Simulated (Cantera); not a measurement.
## CH3SiH3 + HCl + H2 (silicon carbide growth)

Charge: 1 mol CH3SiH3, 0.89 mol HCl, 26 mol H2, at 0.160 bar.

Method: chemical equilibrium by Gibbs-energy minimisation in Cantera with the NASA 1993 tables (ideal gas, pure condensed phases). Candidate condensed phases: C, C6H6, C7H8, C8H18, Si, SiC; 109 gas species. The feed counts by its element totals alone. The tables' values for SiCl are old estimates; treat these amounts as uncertain. Gases not in the tables: Si2H6 and higher silanes. Equilibrium is a limit: real reactors are often held back by kinetics, nucleation or transport.

| T (K) | log p H2 | log p H | log p HCl | log p Si | n SiC(s) |
|---|---|---|---|---|---|
| 2173 | -0.81 | -2.72 | -2.34 | -4.22 | 0.971 |
| 2223 | -0.82 | -2.60 | -2.34 | -3.97 | 0.957 |
| 2273 | -0.82 | -2.49 | -2.35 | -3.73 | 0.935 |
| 2323 | -0.82 | -2.37 | -2.35 | -3.51 | 0.899 |
| 2373 | -0.83 | -2.27 | -2.36 | -3.31 | 0.843 |
| 2423 | -0.83 | -2.17 | -2.36 | -3.11 | 0.756 |
| 2473 | -0.84 | -2.07 | -2.37 | -2.92 | 0.618 |
| 2523 | -0.85 | -1.98 | -2.38 | -2.75 | 0.402 |
| 2573 | -0.86 | -1.90 | -2.40 | -2.57 | 0.0594 |
| 2623 | -0.87 | -1.81 | -2.41 | -2.52 | 0 |
log p: log10 of the partial pressure in bar; n: condensed amount in mol.

From 2173 K to 2573 K the condensed part is SiC(s). At 2623 K nothing is condensed. The main Si-bearing gas is Si throughout. The share of Si in condensed phases is highest at 2173 K (97.1 %) and lowest at 2623 K (0.0 %).
